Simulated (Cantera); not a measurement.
A closed system holds: 1 mol SiCl4, 2.4 mol Cl2, 7.5 mol H2, held at 940000 Pa.

These are equilibrium values from Cantera (NASA tables, ideal gas, pure condensed phases), not measurements of a reactor. Candidate condensed phases: Si; 19 gas species. The tables' values for SiCl3 are old estimates; treat these amounts as uncertain. Equilibrium is a limit: real reactors are often held back by kinetics, nucleation or transport. All values below are at 1400 K.

Base state: H2 0.460, HCl 0.448, SiCl4 0.0834, SiHCl3 0.00605, SiCl3 0.00195, SiCl2 0.000193, SiH2Cl2 6.61e-5 (mole fractions); condensed: gas only.

What changes in the equilibrium state with this change: H2 from 7.5 to 1.1 mol?


```tsv
species	before	after
HCl	0.448	0.488
Cl2	8.68e-9	0.286
SiCl4	0.0834	0.222
H2	0.460	1.65e-8
SiHCl3	0.00605	<1e-9
SiCl2	0.000193	<1e-9
```
